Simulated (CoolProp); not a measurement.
Vapour-liquid equilibrium of ethylene (1) + n-butane (2) at 130 kPa; x and y are mole fractions of (1).

Model: multi-fluid Helmholtz-energy mixture model, Smukala 2000 and Bücker 2006; pair parameters Bell 2016, in CoolProp.

```tsv
x	bubble temperature (K)	y at the bubble point	dew temperature at overall composition x (K)	liquid density (mol/L)
0.05	241.2	0.804	?	11.13
0.15	213.4	?	274.9	12.14
0.25	203.0	0.984	271.5	12.91
0.35	196.6	0.991	267.9	13.67
0.45	191.6	0.995	263.7	14.48
0.55	187.2	0.997	258.9	15.34
0.65	183.4	0.998	253.2	16.28
0.75	?	0.999	246.1	17.27
0.85	177.1	1.000	?	18.34
0.95	?	1.000	217.9	19.45
```

Question: Some entries are withheld; supply them.

Answer: 
- 0.05, dew temperature at overall composition x (K): 278.0
- 0.15, y at the bubble point: 0.963
- 0.75, bubble temperature (K): 180.0
- 0.85, dew temperature at overall composition x (K): 236.1
- 0.95, bubble temperature (K): 174.7

No azeotrope shows between x = 0.05 and 0.95.

The pair parameters rest on a limited set of measurements; away from them the model extrapolates. The gap from Raoult's law changes sign with composition, which may be real or a fault of the pair parameters; it wasn't checked against measurements.
